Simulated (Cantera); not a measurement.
Mixture: CH4 : O2 : N2 = 1 : 2.33 : 12.3 (molar parts), at 0.987 atm, adiabatic and at constant pressure. Ignition delay is the time to a rise of 400 K.

Detailed kinetics in Cantera: GRI-Mech 3.0 (53 species, 325 reactions).

**Question.** What does this change do: pressure from 0.987 atm to 11.8 atm?

**Answer.** 
```json
[
 {"quantity": "delay at 1223 K", "before": "42.2 ms", "after": "3.72 ms"},
 {"quantity": "delay at 1323 K", "before": "11.1 ms", "after": "1.21 ms"},
 {"quantity": "delay at 1423 K", "before": "3.35 ms", "after": "0.434 ms"},
 {"quantity": "delay at 1523 K", "before": "1.17 ms", "after": "0.167 ms"},
 {"quantity": "delay at 1623 K", "before": "0.478 ms", "after": "68.8 µs"},
 {"quantity": "delay at 1723 K", "before": "0.225 ms", "after": "30.7 µs"},
 {"quantity": "apparent activation energy between 1523 and 1723 K", "before": "180 kJ/mol", "after": "180 kJ/mol"}
]
```
The pressure lies above the range GRI-Mech 3.0 was tuned for (to about 10 atm).
